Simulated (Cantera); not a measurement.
Mixture: CH₄ : C₂H₆ : C₃H₈ : O₂ : N₂ = 1 : 0.072 : 0.19 : 1.88 : 7.08 (molar parts), equivalence ratio 1.7, at 0.987 atm, adiabatic and at constant pressure. Ignition delay is the time to a rise of 400 K.

Detailed kinetics in Cantera: GRI-Mech 3.0 (53 species, 325 reactions). GRI-Mech 3.0 was tuned for natural gas; its chemistry of propane as a main component is partial and can be far from experiment.

**Question.** What does this change do: pressure from 0.987 atm to 4.93 atm?

**Answer.** 
| quantity | before | after |
|---|---|---|
| delay at 1000 K | 0.224 s | 42.3 ms |
| delay at 1100 K | 41.6 ms | 10.6 ms |
| delay at 1200 K | 7.33 ms | 2.51 ms |
| delay at 1300 K | 1.53 ms | 0.595 ms |
| apparent activation energy between 1250 and 1350 K | 200 kJ/mol | 190 kJ/mol |

**Question.** What does this change do: constant volume in place of constant pressure?

**Answer.** 
| quantity | before | after |
|---|---|---|
| delay at 1000 K | 0.224 s | 0.215 s |
| delay at 1100 K | 41.6 ms | 39.3 ms |
| delay at 1200 K | 7.33 ms | 6.75 ms |
| delay at 1300 K | 1.53 ms | 1.38 ms |
| apparent activation energy between 1250 and 1350 K | 200 kJ/mol | 200 kJ/mol |
